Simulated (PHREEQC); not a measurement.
A solution holds 0.14 mol/kgw SrBr2, at 25 °C. Closed to the air; pH follows from the charge balance.

All values are PHREEQC results (Pitzer model, pitzer.dat), not measurements.

Precipitation was switched off in this run.

**Question.** What activity of water, osmotic coefficient does the model give?

**Answer.** activity of water 0.993; osmotic coefficient 0.864.
